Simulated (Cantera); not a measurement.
A closed system holds: 1 mol FeS2, 1.6 mol SO3, 0.14 mol O2, held at 577 °C and 7.10 bar.

Cantera equilibrium calculation (NASA polynomials, part measured and part estimated; ideal gas, pure solids and liquids). Candidate condensed phases: Fe, FeO, FeS, FeSO4, FeS2, Fe2O3, Fe2(SO4)3, Fe3O4, S; 12 gas species. Gases not in the tables: S3 to S7. Kinetics and transport are ignored.

Base state: SO2 0.997, S2 0.00178, S2O 0.000893 (mole fractions); condensed: FeS2(s) + Fe3O4(s).

### Question
What changes in the equilibrium state with this change: 0.015 mol CH4 added?

### Answer
| species | before | after |
|---|---|---|
| SO2 | 0.997 | 0.978 |
| H2O | 0 | 0.0128 |
| CO2 | 0 | 0.00644 |
| H2S | 0 | 0.000121 |
| S2O | 0.000893 | 0.000878 |
| FeS2(s), mol | 0.643 | 0.654 |
| Fe3O4(s), mol | 0.119 | 0.115 |
Further candidate phases: C, C6H6, C7H8, C8H18, Fe(CO)5, Fe(OH)2, Fe(OH)3, H2O, H2SO4.

### Question
What changes in the equilibrium state with this change: pressure from 7.10 bar to 0.870 bar?

### Answer
```
species          before    after
-------------  --------  -------
SO2               0.997    0.994
S2              0.00178  0.00507
S2O            0.000893  0.00116
FeS2(s), mol      0.643    0.637
Fe3O4(s), mol     0.119    0.121
```
